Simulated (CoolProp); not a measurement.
CF4 (R14) at 298.15 K and 3.61 MPa is throttled through a valve to 0.142 MPa with no heat exchange. Each further row changes one setting.

The numbers come from the reference Helmholtz-energy equation of state, Platzer 1990 in CoolProp. This equation is an older, rougher fit.

```
case                        temperature change (K)  final density (kg/m³)
--------------------------  ----------------------  ---------------------
as stated                                        …                      …
outlet pressure 0.0426 MPa                   -21.3                      …
outlet pressure 0.185 MPa                        …                   7.11
```

Complete the blanks.


- as stated, temperature change (K): -20.6
- as stated, final density (kg/m³): 5.45
- outlet pressure 0.0426 MPa, final density (kg/m³): 1.63
- outlet pressure 0.185 MPa, temperature change (K): -20.4
